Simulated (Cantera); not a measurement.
Cantera run:

```python
import numpy as np
import cantera as ct

gas_names = """
    CL CL2 H HCL H2 N NH NH2 NH3 N2 N2H2 N2H4 Si SiCL SiCL2 SiCL3 SiCL4 SiH SiHCL3 SiH2 SiH2CL2 SiH3
    SiH3CL SiH4 SiN Si2 Si2N Si3
""".split()
cond_names = """
    NH4CL(a) NH4CL(b) Si(cr) Si(L) Si3N4(a)
""".split()


# ... load() reads the species with a 1 bar reference pressure and builds the phases ...
atoms = {
    'Si': {'Si': 1},
    'HCl': {'H': 1, 'CL': 1},
    'N2': {'N': 2},
}
top_T = {'Si3N4(a)': 2400}  # K; cautious upper limits of use, not melting points


# ... equilibrate(T, P, feed) seeds the gas with the atoms and calls Mixture.equilibrate('TP', solver="vcs", rtol=1e-11, max_steps=5000) ...
results = []
feed = {'Si': 1, 'HCl': 21, 'N2': 37}  # mol
P = 1333.22  # Pa
for T in [575, 675, 775, 875, 975, 1075, 1175, 1275, 1375]:
    mix = equilibrate(T, P, feed)
    results.append((T, P, feed, dict(zip(mix.species_names, mix.species_moles))))

top = {s: max(r[3][s] / sum(r[3][g] for g in gas_names) for r in results) for s in gas_names}
cols = sorted((s for s in top if top[s] > 0.0001), key=lambda s: -top[s])[:6]
seen = [c for c in cond_names if any(r[3].get(c, 0) > 1e-12 for r in results)]
print("log10 of partial pressures in bar; condensed amounts in mol")
print(f"{'T/K':>10s}" + "".join(f"{s[:9]:>10s}" for s in cols + seen))
for T, P, feed, n in results:
    ng = sum(n[g] for g in gas_names)
    print(f"{T:10.4g}" + "".join(f"{np.log10(max(n[s] / ng * P / 1e5, 1e-99)):10.3f}" for s in cols)
          + "".join(f"{n.get(c, 0):10.4g}" for c in seen))
```

Output:

```
log10 of partial pressures in bar; condensed amounts in mol
       T/K        N2       HCL        H2     SiCL4     SiCL3     SiCL2
       575    -2.063    -2.401    -3.330    -3.631   -13.628   -20.286
       675    -2.063    -2.401    -3.330    -3.631   -11.236   -16.184
       775    -2.063    -2.401    -3.330    -3.631    -9.470   -13.157
       875    -2.063    -2.401    -3.330    -3.631    -8.114   -10.835
       975    -2.063    -2.400    -3.330    -3.631    -7.042    -9.000
      1075    -2.063    -2.400    -3.331    -3.633    -6.174    -7.515
      1175    -2.063    -2.400    -3.333    -3.640    -5.464    -6.297
      1275    -2.063    -2.398    -3.342    -3.667    -4.894    -5.308
      1375    -2.064    -2.393    -3.374    -3.761    -4.497    -4.570
```

Cantera equilibrium calculation (NASA polynomials, part measured and part estimated; ideal gas, pure solids and liquids). The tables' values for SiCl3 are old estimates; treat these amounts as uncertain.
